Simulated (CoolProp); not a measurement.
Vapour-liquid equilibrium of R143a (1) + n-butane (2) at 260.5 K; x and y are mole fractions of (1).

Model: multi-fluid Helmholtz-energy mixture model, Lemmon and Jacobsen 2000 and Bücker 2006; pair parameters Bell 2016, in CoolProp.

### Question
Give the bubble pressure and the first vapour's composition at x = 0.05, 0.5, 0.8. Is there an azeotrope?

### Answer
x = 0.05: 0.1343 MPa, y = 0.543; x = 0.5: 0.3317 MPa, y = 0.847; x = 0.8: 0.3765 MPa, y = 0.907. No azeotrope shows between x = 0.05 and 0.95.

The pair parameters rest on a limited set of measurements; away from them the model extrapolates. With so large a gap from Raoult's law the liquid may split in two, which this calculation doesn't test in full.
